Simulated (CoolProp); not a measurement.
Water along the isotherm 603.3 K: fugacity coefficient from the reference equation and from simpler models built on Tc = 647.1 K, pc = 22.06 MPa, ω = 0.344; each cubic takes its own stable root.

Values from CoolProp's reference Helmholtz-energy equation of state, Wagner 2002.

```json
[
 {"p (MPa)": "6.13", "phase": "gas", "reference": "0.8779"},
 {"p (MPa)": "12.3", "phase": "gas", "reference": "0.7481"},
 {"p (MPa)": "18.4", "phase": "liquid", "reference": "0.5304"},
 {"p (MPa)": "24.5", "phase": "liquid", "reference": "0.4116"},
 {"p (MPa)": "30.6", "phase": "liquid", "reference": "0.3402"},
 {"p (MPa)": "36.8", "phase": "liquid", "reference": "0.2921"},
 {"p (MPa)": "42.9", "phase": "liquid", "reference": "0.2584"},
 {"p (MPa)": "49", "phase": "liquid", "reference": "0.2332"},
 {"p (MPa)": "55.2", "phase": "liquid", "reference": "0.2134"}
]
```

**Question.** How far does each simpler model (van der Waals, Redlich-Kwong, Soave-Redlich-Kwong, Peng-Robinson) lie from the reference over these 9 states: mean and median of the absolute difference, and the worst?

**Answer.** 
- van der Waals: mean 31.9 %, median 35.5 %, worst +52.1 % at 603.3 K and 55.2 MPa
- Redlich-Kwong: mean 15.3 %, median 17.3 %, worst +24.6 % at 603.3 K and 55.2 MPa
- Soave-Redlich-Kwong: mean 7.9 %, median 8.3 %, worst +14.4 % at 603.3 K and 55.2 MPa
- Peng-Robinson: mean 3.6 %, median 3.6 %, worst +7.4 % at 603.3 K and 55.2 MPa
